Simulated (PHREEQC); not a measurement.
Solution (20 °C): 0.017 mol/kgw NaBF4 and 0.0011 mol/kgw Na2SO4. It is in equilibrium with CO2 at log p = -3.4 (atm). Otherwise closed; pH follows from the charge balance.

All values are PHREEQC results (ion-association model, phreeqc.dat), not measurements.

Precipitation was switched off in this run.

Question: Order these S species by the share of S that they hold, largest first: NaSO4-, SO4-2, HSO4-.

Answer: SO4-2 (89 %), HSO4- (6.5 %), NaSO4- (4.7 %)

The pH is 2.90 and the ionic strength 0.0215 mol/kgw. Species that the database lacks are ignored. Real BF4- forms and hydrolyses slowly; the run takes it at equilibrium.
